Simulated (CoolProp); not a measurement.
Vapour-liquid equilibrium of CHF3 (R23) (1) + C2F6 (R116) (2) at 1610 kPa; x and y are mole fractions of (1).

Values from CoolProp's multi-fluid Helmholtz-energy mixture model, Penoncello 2003 and Lemmon 2006; pair parameters Bell 2016.

```csv
x,bubble temperature (°C),y at the bubble point,dew temperature at overall composition x (°C),liquid density (mol/L)
0.05,-8.4,0.100,-6.7,8.856
0.15,-13.3,0.256,-10.0,9.404
0.25,-16.4,0.366,-13.1,9.930
0.35,-18.4,0.450,-16.0,10.48
0.45,-19.7,0.519,-18.4,11.09
0.55,-20.3,0.582,-20.0,11.79
0.65,-20.5,0.644,-20.5,12.59
0.75,-20.1,0.713,-19.7,13.51
0.85,-19.1,0.800,-18.3,14.55
0.95,-17.0,0.919,-16.4,15.68
```

y crosses x between x = 0.55 and 0.65: the model has an azeotrope there.

The pair parameters rest on a limited set of measurements; away from them the model extrapolates.
